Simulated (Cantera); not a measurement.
Charge: 1 mol B2H6, 0.22 mol NH3, 0.54 mol H2, at 1823 K and 0.780 bar.

Equilibrium computed with Cantera from the NASA thermochemical tables; the gas is ideal and each condensed phase is pure. Candidate condensed phases: B, BN; 15 gas species. The feed counts by its element totals alone. Mutual solubility and eutectic melting of coexisting phases are not modelled. The tables' values for BH2 are old estimates; treat these amounts as uncertain. Gases not in the tables: B2H6 and higher boranes. Equilibrium is a limit: real reactors are often held back by kinetics, nucleation or transport.

Base state: H2 0.999, H 0.000490, BH2 0.000153, BH3 1.91e-5 (mole fractions); condensed: B(s) + BN(s).

**Question.** What changes in the equilibrium state with this change: pressure from 0.780 bar to 13.3 mbar?

**Answer.** 
| species | before | after |
|---|---|---|
| H2 | 0.999 | 0.996 |
| H | 0.000490 | 0.00374 |
| N2 | 8.30e-6 | 0.000485 |
| BH2 | 0.000153 | 0.000152 |
| BH3 | 1.91e-5 | 2.48e-6 |
| B(s), mol | 1.78 | 1.78 |
| BN(s), mol | 0.220 | 0.216 |
